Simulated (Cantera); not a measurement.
Input: 1 mol V, 3.7 mol O2, 350 mol H2, held at 2698 K and 660000 Pa.

Method: chemical equilibrium by Gibbs-energy minimisation in Cantera with the NASA 1993 tables (ideal gas, pure condensed phases). Candidate condensed phases: H2O, V, VO, V2O3, V2O4, V2O5; 12 gas species. VO: taken at fixed stoichiometry. Kinetics and transport are ignored.

Base state: H2 0.960, H 0.0215, H2O 0.0178, VO 0.000365, VO2 0.000301, OH 0.000102, V 7.96e-5 (mole fractions); condensed: VO(l).

Problem. What changes in the equilibrium state with this change: temperature from 2698 K to 2773 K?

Solution. 
| species | before | after |
|---|---|---|
| H2 | 0.960 | 0.953 |
| H | 0.0215 | 0.0282 |
| H2O | 0.0178 | 0.0176 |
| VO | 0.000365 | 0.000621 |
| V | 7.96e-5 | 0.000163 |
| VO2 | 0.000301 | 0.000449 |
| OH | 0.000102 | 0.000143 |
| VO(l), mol | 0.736 | 0.562 |
